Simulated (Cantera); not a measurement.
Feed: 1 mol C₂H₆, 0.022 mol CO₂, at 29000 Pa.

Method: chemical equilibrium by Gibbs-energy minimisation in Cantera with the NASA 1993 tables (ideal gas, pure condensed phases). Candidate condensed phases: C, C₆H₆, C₇H₈, C₈H₁₈, H₂O; 110 gas species. Kinetics and transport are ignored. All values below are at 2373 K.

Base state: H₂ 0.954, H 0.0253, CO 0.0143, C₂H₂ (acetylene) 0.00587, CH₄ 4.93e-5, CH₃ 2.42e-5, C₄H₂ 1.48e-5 (mole fractions); condensed: C(graphite).

What changes in the equilibrium state with this change: CO₂ from 0.022 to 2.3 mol?


```
species            before     after
----------------  -------  --------
CO                 0.0143     0.576
H₂                  0.954     0.368
H₂O               1.34e-7    0.0319
H                  0.0253    0.0157
CO₂                 <1e-9   0.00858
C₂H₂ (acetylene)  0.00587     <1e-9
OH                  <1e-9  0.000243
C(graphite), mol     1.94         0
```
